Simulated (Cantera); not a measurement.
A perfectly stirred reactor is fed with H2 : O2 : N2 = 0.024 : 1 : 0.42 (molar parts), at 9.00 Torr; it is held at 1375 K, and followed from long to short residence time.

Model: the H2/O2 subset of GRI-Mech 3.0, which has no nitrogen chemistry, integrated in Cantera. Radical loss at walls, strong at low pressure, is not modelled.

Question: Predict: x(H2) at τ = 13.0 s; x(O2) at τ = 13.0 s; x(H) at τ = 13.0 s; x(HO2) at τ = 13.0 s; x(O) at τ = 13.0 s; x(H2) at τ = 94.0 ms; x(O2) at τ = 94.0 ms; x(H) at τ = 94.0 ms; x(HO2) at τ = 94.0 ms; x(O) at τ = 94.0 ms.

Answer: 
| Property | Value |
|---|---|
| x(H2) at τ = 13.0 s | 1.53e-5 |
| x(O2) at τ = 13.0 s | 0.689 |
| x(H) at τ = 13.0 s | 2.12e-5 |
| x(HO2) at τ = 13.0 s | 1.57e-7 |
| x(O) at τ = 13.0 s | 0.000974 |
| x(H2) at τ = 94.0 ms | 0.000212 |
| x(O2) at τ = 94.0 ms | 0.680 |
| x(H) at τ = 94.0 ms | 0.000763 |
| x(HO2) at τ = 94.0 ms | 5.88e-7 |
| x(O) at τ = 94.0 ms | 0.0104 |
